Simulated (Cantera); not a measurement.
A Cantera script and what it prints.

```python
import numpy as np
import cantera as ct

gas_names = """
    C CH CH2 CH3 CH2OH CH3O CH4 CH3OH CO COS CO2 COOH CS CS2 C2 C2H CHCO,ketyl C2H2,acetylene
    C2H2,vinylidene CH2CO,ketene C2H3,vinyl CH3CO,acetyl C2H4 C2H4O,ethylen CH3CHO,ethanal CH3COOH
    (HCOOH)2 C2H5 C2H6 CH3OCH3 C2H5OH C2O C3 C3H3,propargyl C3H4,allene C3H4,propyne C3H4,cyclo-
    C3H5,allyl C3H6,propylene C3H6,cyclo- C3H6O C3H7,n-propyl C3H7,i-propyl C3H8 C3H8O,1propanol
    C3H8O,2propanol C3O2 C4 C4H2 C4H4,1,3-cyclo- C4H6,butadiene C4H6,2-butyne C4H6,cyclo- C4H8,1-butene
    C4H8,cis2-buten C4H8,tr2-butene C4H8,isobutene C4H8,cyclo- (CH3COOH)2 C4H9,n-butyl C4H9,i-butyl
    C4H9,s-butyl C4H9,t-butyl C4H10,isobutane C4H10,n-butane C5 C5H6,1,3cyclo- C5H8,cyclo-
    C5H10,1-pentene C5H10,cyclo- C5H11,pentyl C5H11,t-pentyl C5H12,n-pentane C5H12,i-pentane
    CH3C(CH3)2CH3 C6H2 C6H5,phenyl C6H5O,phenoxy C6H6 C6H5OH,phenol C6H10,cyclo- C6H12,1-hexene
    C6H12,cyclo- C6H13,n-hexyl C7H7,benzyl C7H8 C7H8O,cresol C7H14,1-heptene C7H15,n-heptyl
    C7H16,n-heptane C8H8,styrene C8H10,ethylbenz C8H16,1-octene C8H17,n-octyl C8H18,isooctane
    C8H18,n-octane C9H19,n-nonyl C10H8,naphthale C10H21,n-decyl C12H9,o-bipheny C12H10,bipheny Fe FeC5O5
    FeO Fe(OH)2 H HCO HO2 H2 HCHO,formaldehy HCOOH H2O H2O2 H2S H2SO4 O OH O2 O3 S SH SO SO2 SO3 S2 S2O
    S8
""".split()
cond_names = """
    C(gr) C6H6(L) C7H8(L) C8H18(L),n-octa Fe(a) Fe(c) Fe(d) Fe(L) FeC5O5(L) FeO(s) FeO(L) Fe(OH)2(s)
    Fe(OH)3(s) FeS(a) FeS(b) FeS(c) FeS(L) FeSO4(s) FeS2(s) Fe2O3(s) Fe2S3O12(s) Fe3O4(s) H2O(s) H2O(L)
    H2SO4(L) S(cr1) S(cr2) S(L)
""".split()


def load(file, names, dense=False):
    # The tables refer to 1 bar. Condensed volumes are neglected.
    table = {s.name: s for s in ct.Species.list_from_file(file)}
    out = []
    for n in names:
        d = dict(table[n].input_data)
        d["thermo"] = dict(d["thermo"], **{"reference-pressure": 1e5})
        if dense:
            d["equation-of-state"] = {"model": "constant-volume", "density": "1e6 g/cm^3"}
        out.append(ct.Species.from_dict(d))
    return out


gas = ct.Solution(thermo="ideal-gas", species=load("nasa_gas.yaml", gas_names))
cond = {s.name: ct.Solution(thermo="fixed-stoichiometry", species=[s], name=s.name)
        for s in load("nasa_condensed.yaml", cond_names, dense=True)}
atoms = {
    'FeS2': {'Fe': 1, 'S': 2},
    'H2S': {'H': 2, 'S': 1},
    'CO2': {'C': 1, 'O': 2},
}
top_T = {'C(gr)': 4500, 'FeSO4(s)': 950, 'FeS2(s)': 1010, 'Fe2O3(s)': 1830, 'Fe2S3O12(s)': 1100, 'Fe3O4(s)': 1870}  # K; cautious upper limits of use, not melting points


def equilibrate(T, P, feed):
    n = {}
    for name, mol in feed.items():
        for a, k in atoms[name].items():
            n[a] = n.get(a, 0.0) + k * mol
    gas.TPX = T, P, n
    mass = sum(n.values()) * gas.mean_molecular_weight
    gas.equilibrate("TP")
    valid = [c for c in cond.values() if c.min_temp <= T <= top_T.get(c.name, c.max_temp)]
    mix = ct.Mixture([(gas, mass / gas.mean_molecular_weight)] + [(c, 0.0) for c in valid])
    mix.T, mix.P = T, P
    mix.equilibrate("TP", solver="vcs", rtol=1e-11, max_steps=5000)
    return mix


results = []
feed = {'FeS2': 1, 'H2S': 0.3, 'CO2': 2.2}  # mol
T = 873.15  # K
for P in [1000, 2600, 6700, 17000, 45000, 120000, 300000, 770000, 2000000]:
    mix = equilibrate(T, P, feed)
    results.append((T, P, feed, dict(zip(mix.species_names, mix.species_moles))))
    x = sorted(zip(gas.X, gas.species_names), reverse=True)
    print(f"T = {T:g} K  P = {P:g} Pa  gas = {mix.phase_moles(0):.4g} mol")
    print("   x: " + "  ".join(f"{s} {v:.3e}" for v, s in x if v > 0.0001))
    print("   condensed (mol): " + ("  ".join(f"{mix.phase(i).name} {mix.phase_moles(i):.4g}"
          for i in range(1, mix.n_phases) if mix.phase_moles(i) > 1e-12) or "none"))
```

Output:

```
T = 873.15 K  P = 1000 Pa  gas = 3.03 mol
   x: CO2 6.915e-01  S2 1.741e-01  H2S 6.364e-02  H2O 3.302e-02  CO 1.841e-02  COS 1.604e-02  H2 2.344e-03  SO2 7.317e-04  S2O 1.438e-04
   condensed (mol): FeS(c) 1
T = 873.15 K  P = 2600 Pa  gas = 2.894 mol
   x: CO2 7.265e-01  S2 1.352e-01  H2S 6.937e-02  H2O 3.251e-02  COS 1.866e-02  CO 1.507e-02  H2 1.798e-03  SO2 6.585e-04  S2O 1.433e-04  CS2 1.147e-04
   condensed (mol): FeS(c) 0.7406  FeS2(s) 0.2594
T = 873.15 K  P = 6700 Pa  gas = 2.639 mol
   x: CO2 7.970e-01  H2S 7.565e-02  S2 5.247e-02  H2O 3.605e-02  COS 2.013e-02  CO 1.626e-02  H2 1.961e-03  SO2 2.643e-04  CS2 1.216e-04
   condensed (mol): FeS(c) 0.2314  FeS2(s) 0.7686
T = 873.15 K  P = 17000 Pa  gas = 2.553 mol
   x: CO2 8.242e-01  H2S 7.806e-02  H2O 3.742e-02  COS 2.069e-02  S2 2.068e-02  CO 1.671e-02  H2 2.023e-03  CS2 1.243e-04  SO2 1.054e-04
   condensed (mol): FeS(c) 0.05873  FeS2(s) 0.9413
T = 873.15 K  P = 45000 Pa  gas = 2.523 mol
   x: CO2 8.346e-01  H2S 7.947e-02  H2O 3.752e-02  COS 2.128e-02  CO 1.608e-02  S2 8.920e-03  H2 1.928e-03  CS2 1.298e-04
   condensed (mol): FeS2(s) 1
T = 873.15 K  P = 120000 Pa  gas = 2.517 mol
   x: CO2 8.383e-01  H2S 8.207e-02  H2O 3.571e-02  COS 2.319e-02  CO 1.231e-02  S2 6.776e-03  H2 1.399e-03  CS2 1.534e-04
   condensed (mol): FeS2(s) 1
T = 873.15 K  P = 300000 Pa  gas = 2.513 mol
   x: CO2 8.411e-01  H2S 8.392e-02  H2O 3.442e-02  COS 2.468e-02  CO 9.481e-03  S2 5.181e-03  H2 1.034e-03  CS2 1.733e-04
   condensed (mol): FeS2(s) 1
T = 873.15 K  P = 770000 Pa  gas = 2.51 mol
   x: CO2 8.432e-01  H2S 8.536e-02  H2O 3.341e-02  COS 2.594e-02  CO 7.174e-03  S2 3.892e-03  H2 7.578e-04  CS2 1.908e-04
   condensed (mol): FeS2(s) 1
T = 873.15 K  P = 2e+06 Pa  gas = 2.507 mol
   x: CO2 8.449e-01  H2S 8.646e-02  H2O 3.264e-02  COS 2.694e-02  CO 5.369e-03  S2 2.887e-03  H2 5.530e-04  CS2 2.055e-04
   condensed (mol): FeS2(s) 1
```

Cantera equilibrium calculation (NASA polynomials, part measured and part estimated; ideal gas, pure solids and liquids). FeS: taken at fixed stoichiometry. Gases not in the tables: S3 to S7.
